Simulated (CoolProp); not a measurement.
Vapour-liquid equilibrium of CH2F2 (R32) (1) + R123 (2) at 311.2 K; x and y are mole fractions of (1).

Values from CoolProp's multi-fluid Helmholtz-energy mixture model, Tillner-Roth 1997 and Younglove 1994; pair parameters Bell 2016.

**Question.** Give the bubble pressure and the first vapour's composition at x = 0.35, 0.55, 0.75. Is there an azeotrope?

**Answer.** x = 0.35: 957.0 kPa, y = 0.866; x = 0.55: 1358 kPa, y = 0.919; x = 0.75: 1753 kPa, y = 0.954. No azeotrope shows between x = 0.05 and 0.95.

Pair parameters are fitted to limited data, so mixtures are less certain than the pure fluids. The gap from Raoult's law changes sign with composition, which may be real or a fault of the pair parameters; it wasn't checked against measurements.
